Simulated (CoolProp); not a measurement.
The fluid at 298.15 K and 0.731 MPa flows at 0.21 m/s in a round tube of 25 mm bore and 15 µm roughness, fully developed (64/Re and Nu = 3.66 if laminar; Colebrook and Gnielinski if turbulent). The same conditions are run with several fluids, on thermodynamics alone (safety and materials aside).

Computed with CoolProp (reference Helmholtz-energy equation of state of each fluid (methanol: de Reuck 1993; benzene: Thol 2012; c-C4F8 (RC318): Platzer 1990; n-heptane: Span 2003; n-octane: Beckmüller 2019)). The equations of Platzer and Polt are older, rougher fits.

```tsv
fluid	Reynolds number	Darcy friction factor	pressure drop (Pa/m)	heat-transfer coefficient (W/(m² K))	mass flow (kg/h)
methanol	7570	0.0341	23.7	488	292
benzene	7580	0.0341	26.3	354	324
c-C4F8 (RC318)	21500	0.0267	35.4	406	557
n-heptane	9090	0.0325	19.5	361	252
n-octane	7130	0.0346	21.3	318	259
```

Transport values come from each fluid's own correlations; those of c-C4F8 (RC318) are estimates that may be off by 10 % or more.
